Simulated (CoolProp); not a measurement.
Vapour-liquid equilibrium of hydrogen sulfide (1) + toluene (2) at 51.75 °C; x and y are mole fractions of (1).

Model: multi-fluid Helmholtz-energy mixture model, Lemmon 2006 and Lemmon 2006; pair parameters Bell 2016, in CoolProp.

Task: Give the bubble pressure and the first vapour's composition at x = 0.25, 0.45, 0.75. Is there an azeotrope?

Result: x = 0.25: 0.7449 MPa, y = 0.983; x = 0.45: 1.326 MPa, y = 0.991; x = 0.75: 2.471 MPa, y = 0.997. No azeotrope shows between x = 0.05 and 0.95.

The pair parameters rest on a limited set of measurements; away from them the model extrapolates.
